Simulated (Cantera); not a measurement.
A jet of H₂ : O₂ : N₂ = 0.011 : 0.15 : 0.79 (molar parts) at 300 K and 0.480 bar hits a platinum plate 7.5 cm away at a mass flux of 0.021 kg/m²/s; the plate temperature is set and raised in steps from an oxygen-covered start.

Cantera simulation using Deutschmann's 1995 Pt surface mechanism with GRI-Mech 3.0 gas chemistry; the numbers are that mechanism's predictions, not measurements. Catalytic surfaces can have several steady states; this one follows from the mechanism file's or the stated starting coverage.

One state of this run: wall x H₂ = 0.000101; wall x O₂ = 0.146; wall x H₂O = 0.0215; wall x OH = <1e-8; θ free Pt = 0.0738; θ O* = 0.924; θ OH* = 0.00221. x: mole fraction at the wall; θ: surface coverage.

**Question.** Which value of plate T (K) does it belong to?
A) 650
B) 800
C) 850
D) 700

**Answer.** C, 850
